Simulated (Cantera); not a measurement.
Feed: 1 mol CH₂F₂, 0.011 mol CH₄, 2.8 mol H₂, equilibrated at 2150 °C and 0.0940 bar.

Equilibrium computed with Cantera from the NASA thermochemical tables; the gas is ideal and each condensed phase is pure. Candidate condensed phases: C, C₆H₆, C₇H₈, C₈H₁₈; 95 gas species. Kinetics and transport are ignored.

Problem. What is the equilibrium state?

Solution. 
```json
{
  "x(H₂)": "0.547",
  "x(HF)": "0.406",
  "x(H)": "0.0428",
  "x(C₂H₂ (acetylene))": "0.00424",
  "x(F)": "5.40e-5",
  "x(C₂H)": "2.01e-5",
  "x(C₄H₂)": "1.35e-5",
  "x(CH₃)": "6.87e-6",
  "x(CH₄)": "4.80e-6",
  "n(C(graphite))": "0.969 mol",
  "gas_amount": "4.928 mol"
}
```
